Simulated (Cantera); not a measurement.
Reactions in the system B-Cl-F-H

Cantera with NASA thermochemical tables; ideal gases at 1 bar, condensed phases pure. Values are per mole of reaction as written; species without (g) are pure solids or liquids, kept so even where they would boil at 1 bar.

3 Cl₂(g) + 6 H(g) + 2 BF₃(g) → 2 BCl₃(g) + 6 HF(g)

| T (K) | ΔH° (kJ) | ΔS° (J/K) | ΔG° (kJ) | log10 K |
|---|---|---|---|---|
| 300 | -1478.0 | -243.4 | -1404.9 | 244.62 |
| 2400 | -1561.0 | -326.3 | -778.0 | 16.93 |
| 2450 | -1562.6 | -326.9 | -761.6 | 16.24 |
| 2500 | -1564.1 | -327.5 | -745.3 | 15.57 |
| 2550 | -1565.7 | -328.1 | -728.9 | 14.93 |
| 2600 | -1567.2 | -328.7 | -712.5 | 14.31 |
| 2650 | -1568.7 | -329.3 | -696.0 | 13.72 |
| 2700 | -1570.2 | -329.9 | -679.5 | 13.15 |
| 2750 | -1571.7 | -330.4 | -663.0 | 12.59 |
